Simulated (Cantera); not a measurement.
A perfectly stirred reactor is fed with CO : O2 : H2O : N2 : H2 = 0.0065 : 0.031 : 0.02 : 1 : 0.01 (molar parts), equivalence ratio 0.27, at 4.30 bar; it is held at 1350 K, and followed from long to short residence time.

Detailed kinetics in Cantera: GRI-Mech 3.0 (53 species, 325 reactions). The hydrogen kinetics of GRI-Mech 3.0 are dated; newer H2 mechanisms differ, most at raised pressure.

Question: Predict: x(CO) at τ = 20.0 s; x(O2) at τ = 20.0 s; x(H2O) at τ = 20.0 s; x(OH) at τ = 20.0 s; x(NO) at τ = 20.0 s; x(CO) at τ = 91.0 ms; x(O2) at τ = 91.0 ms; x(H2O) at τ = 91.0 ms; x(OH) at τ = 91.0 ms; x(NO) at τ = 91.0 ms.

Answer: 
```json
{
  "x(CO) at τ = 20.0 s": "2.85e-6",
  "x(O2) at τ = 20.0 s": "0.0215",
  "x(H2O) at τ = 20.0 s": "0.0283",
  "x(OH) at τ = 20.0 s": "8.91e-6",
  "x(NO) at τ = 20.0 s": "2.31e-7",
  "x(CO) at τ = 91.0 ms": "0.000126",
  "x(O2) at τ = 91.0 ms": "0.0215",
  "x(H2O) at τ = 91.0 ms": "0.0283",
  "x(OH) at τ = 91.0 ms": "4.28e-5",
  "x(NO) at τ = 91.0 ms": "4.31e-7"
}
```
